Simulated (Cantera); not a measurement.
**CH₂F₂ + Si + H₂ (fluorocarbon and chlorocarbon gases)**

A closed system holds: 1 mol CH₂F₂, 0.018 mol Si, 2.9 mol H₂.

Cantera equilibrium calculation (NASA polynomials, part measured and part estimated; ideal gas, pure solids and liquids). Candidate condensed phases: C, C₆H₆, C₇H₈, C₈H₁₈, Si, SiC; 113 gas species. The tables' values for SiF₂, SiF₃ are old estimates. Equilibrium is a limit: real reactors are often held back by kinetics, nucleation or transport.

Task: Map the stable condensed phases over T = 2525, 2575, 2625, 2675, 2725, 2775, 2825, 2875, 2925, 2975, 3025, 3075 K and P in Pa = 1, 6.8, 46, 320, 2200, 15000, 100000.

Result: 
```
T in K \ P in Pa
              1    6.8     46    320   2200  15000 100000
   3075       A      A      A      A      A      B      B
   3025       A      A      A      A      B      B      B
   2975       A      A      A      A      B      B      B
   2925       A      A      A      A      B      B      B
   2875       A      A      A      B      B      B      B
   2825       A      A      A      B      B      B      B
   2775       A      A      A      B      B      B      B
   2725       A      A      B      B      B      B      B
   2675       A      A      B      B      B      B      B
   2625       A      A      B      B      B      B      B
   2575       A      B      B      B      B      B      B
   2525       A      B      B      B      B      B      B
```
A: gas only; B: C.
